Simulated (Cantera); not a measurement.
A perfectly stirred reactor is fed with CH4 : O2 : N2 = 1 : 3.17 : 11.9 (molar parts), at 750 Torr; it is adiabatic with a 625 K inlet, and is followed from long to short residence time, starting on the burning branch (τ in s: 0.061, 0.033, 0.018, 0.0095, 0.0051, 0.0027, 0.0015, 0.0008, 0.00043, 0.00023, 0.00012, 6.7e-05).

Computed with Cantera and GRI-Mech 3.0 (53 species, 325 reactions).

x: mole fraction; the columns are a selection and need not sum to one.

| τ (s) | T (K) | x CH4 | x O2 | x CO | x H2 | x H2O |
|---|---|---|---|---|---|---|
| 0.061 | 1964 | 8.13e-6 | 0.0724 | 0.000675 | ? | 0.123 |
| 0.033 | 1959 | 1.25e-5 | 0.0725 | 0.000949 | ? | 0.123 |
| 0.018 | 1952 | 1.87e-5 | 0.0726 | 0.00135 | ? | 0.122 |
| 0.0095 | 1941 | 2.83e-5 | 0.0727 | 0.00198 | ? | 0.121 |
| 0.0051 | 1926 | 4.24e-5 | 0.0730 | 0.00285 | ? | 0.121 |
| 0.0027 | 1906 | 6.48e-5 | 0.0734 | 0.00409 | ? | 0.120 |
| 0.0015 | 1881 | 9.77e-5 | 0.0740 | 0.00564 | ? | 0.118 |
| 0.00080 | 1847 | 0.000156 | 0.0750 | 0.00783 | ? | 0.117 |
| 0.00043 | 1804 | 0.000261 | 0.0766 | 0.0108 | ? | 0.115 |
| 0.00023 | 1751 | 0.000474 | 0.0793 | 0.0149 | ? | 0.113 |
| 0.00012 | 1679 | 0.00105 | 0.0846 | 0.0217 | ? | 0.110 |
| 6.7e-5 | 625 | 0.0622 | 0.197 | <1e-12 | <1e-12 | <1e-12 |

### Question
What belongs in the gaps?

### Answer

- 0.061, x H2: 0.000247
- 0.033, x H2: 0.000339
- 0.018, x H2: 0.000475
- 0.0095, x H2: 0.000687
- 0.0051, x H2: 0.000979
- 0.0027, x H2: 0.00139
- 0.0015, x H2: 0.00187
- 0.00080, x H2: 0.00251
- 0.00043, x H2: 0.00323
- 0.00023, x H2: 0.00404
- 0.00012, x H2: 0.00503
